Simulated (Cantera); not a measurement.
What does this Cantera script print?

```python
import numpy as np
import cantera as ct

gas_names = [...]  # 95 gases of nasa_gas.yaml made of C, F, H
cond_names = """
    C(gr) C6H6(L) C7H8(L) C8H18(L),n-octa
""".split()


# ... load() reads the species with a 1 bar reference pressure and builds the phases ...
atoms = {
    'CHF3': {'C': 1, 'H': 1, 'F': 3},
    'CH4': {'C': 1, 'H': 4},
}
top_T = {'C(gr)': 4500}  # K; cautious upper limits of use, not melting points


# ... equilibrate(T, P, feed) seeds the gas with the atoms and calls Mixture.equilibrate('TP', solver="vcs", rtol=1e-11, max_steps=5000) ...
results = []
feed = {'CHF3': 1, 'CH4': 0.93}  # mol
P = 5900  # Pa
for T in [2473, 2548, 2623, 2698, 2773, 2848, 2923, 2998, 3073, 3148, 3223]:
    mix = equilibrate(T, P, feed)
    results.append((T, P, feed, dict(zip(mix.species_names, mix.species_moles))))
    x = sorted(zip(gas.X, gas.species_names), reverse=True)
    print(f"T = {T:g} K  P = {P:g} Pa  gas = {mix.phase_moles(0):.4g} mol")
    print("   x: " + "  ".join(f"{s} {v:.3e}" for v, s in x if v > 1e-05))
    print("   condensed (mol): " + ("  ".join(f"{mix.phase(i).name} {mix.phase_moles(i):.4g}"
          for i in range(1, mix.n_phases) if mix.phase_moles(i) > 1e-12) or "none"))
```

It prints:

```
T = 2473 K  P = 5900 Pa  gas = 3.941 mol
   x: HF 7.609e-01  H2 1.961e-01  H 4.066e-02  C2H2,acetylene 1.891e-03  F 3.070e-04  C2H 2.657e-05
   condensed (mol): C(gr) 1.915
T = 2548 K  P = 5900 Pa  gas = 3.971 mol
   x: HF 7.550e-01  H2 1.868e-01  H 5.504e-02  C2H2,acetylene 2.465e-03  F 5.254e-04  C2H 5.761e-05  CF 1.983e-05  C3 1.752e-05  C4H2 1.345e-05
   condensed (mol): C(gr) 1.909
T = 2623 K  P = 5900 Pa  gas = 4.008 mol
   x: HF 7.476e-01  H2 1.755e-01  H 7.264e-02  C2H2,acetylene 3.110e-03  F 8.774e-04  C2H 1.184e-04  C3 5.205e-05  CF 4.104e-05  C4H2 2.285e-05  C 1.413e-05
   condensed (mol): C(gr) 1.903
T = 2698 K  P = 5900 Pa  gas = 4.054 mol
   x: HF 7.385e-01  H2 1.622e-01  H 9.350e-02  C2H2,acetylene 3.797e-03  F 1.435e-03  C2H 2.315e-04  C3 1.452e-04  CF 8.212e-05  C4H2 3.693e-05  C 3.508e-05  C2 1.390e-05
   condensed (mol): C(gr) 1.894
T = 2773 K  P = 5900 Pa  gas = 4.109 mol
   x: HF 7.276e-01  H2 1.471e-01  H 1.174e-01  C2H2,acetylene 4.479e-03  F 2.304e-03  C2H 4.311e-04  C3 3.826e-04  CF 1.595e-04  C 8.289e-05  C4H2 5.675e-05  C2 3.716e-05
   condensed (mol): C(gr) 1.882
T = 2848 K  P = 5900 Pa  gas = 4.175 mol
   x: HF 7.146e-01  H 1.437e-01  H2 1.305e-01  C2H2,acetylene 5.099e-03  F 3.643e-03  C3 9.561e-04  C2H 7.661e-04  CF 3.018e-04  C 1.871e-04  C2 9.424e-05  C4H2 8.296e-05  C2HF 1.296e-05  C2H2,vinylidene 1.110e-05  C5 1.077e-05  CF2 1.040e-05
   condensed (mol): C(gr) 1.864
T = 2923 K  P = 5900 Pa  gas = 4.253 mol
   x: HF 6.990e-01  H 1.716e-01  H2 1.132e-01  F 5.685e-03  C2H2,acetylene 5.595e-03  C3 2.275e-03  C2H 1.302e-03  CF 5.580e-04  C 4.049e-04  C2 2.276e-04  C4H2 1.154e-04  C5 3.278e-05  C2HF 1.945e-05  CF2 1.701e-05  CH 1.693e-05  C2H2,vinylidene 1.470e-05
   condensed (mol): C(gr) 1.833
T = 2998 K  P = 5900 Pa  gas = 4.349 mol
   x: HF 6.799e-01  H 1.998e-01  H2 9.560e-02  F 8.762e-03  C2H2,acetylene 5.912e-03  C3 5.176e-03  C2H 2.117e-03  CF 1.010e-03  C 8.428e-04  C2 5.256e-04  C4H2 1.526e-04  C5 9.416e-05  CH 2.852e-05  C2HF 2.842e-05  CF2 2.766e-05  C2H2,vinylidene 1.856e-05  C4 1.739e-05
   condensed (mol): C(gr) 1.774
T = 3073 K  P = 5900 Pa  gas = 4.473 mol
   x: HF 6.554e-01  H 2.268e-01  H2 7.855e-02  F 1.333e-02  C3 1.129e-02  C2H2,acetylene 6.008e-03  C2H 3.301e-03  CF 1.787e-03  C 1.692e-03  C2 1.164e-03  C5 2.565e-04  C4H2 1.918e-04  C4 4.680e-05  CH 4.600e-05  CF2 4.460e-05  C2HF 4.032e-05  C2H2,vinylidene 2.232e-05
   condensed (mol): C(gr) 1.658
T = 3148 K  P = 5900 Pa  gas = 4.649 mol
   x: HF 6.221e-01  H 2.508e-01  H2 6.255e-02  C3 2.371e-02  F 1.994e-02  C2H2,acetylene 5.856e-03  C2H 4.935e-03  C 3.285e-03  CF 3.088e-03  C2 2.480e-03  C5 6.652e-04  C4H2 2.289e-04  C4 1.200e-04  CH 7.104e-05  CF2 7.071e-05  C2HF 5.528e-05  C2H2,vinylidene 2.553e-05
   condensed (mol): C(gr) 1.423
T = 3223 K  P = 5900 Pa  gas = 4.927 mol
   x: HF 5.743e-01  H 2.692e-01  C3 4.801e-02  H2 4.787e-02  F 2.913e-02  C2H 7.057e-03  C 6.180e-03  C2H2,acetylene 5.432e-03  CF 5.171e-03  C2 5.098e-03  C5 1.648e-03  C4 2.944e-04  C4H2 2.574e-04  CF2 1.086e-04  CH 1.048e-04  C2HF 7.243e-05  C2H2,vinylidene 2.758e-05  C6H2 1.301e-05
   condensed (mol): C(gr) 0.9371
```

Equilibrium computed with Cantera from the NASA thermochemical tables; the gas is ideal and each condensed phase is pure.
